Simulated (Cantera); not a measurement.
Charge: 1 mol Si, 0.004 mol H2O, 30 mol H2, held at 0.300 Pa.

These are equilibrium values from Cantera (NASA tables, ideal gas, pure condensed phases), not measurements of a reactor. Candidate condensed phases: H2O, Si, SiO2; 18 gas species. Rates play no part.

Problem. At 1200 °C, list the 5 most abundant gas species with their mole fractions, and the condensed phases.

Solution. H2 0.991, H 0.00727, Si 0.00182, SiO 0.000133, SiH 1.13e-5. Condensed: Si(s).
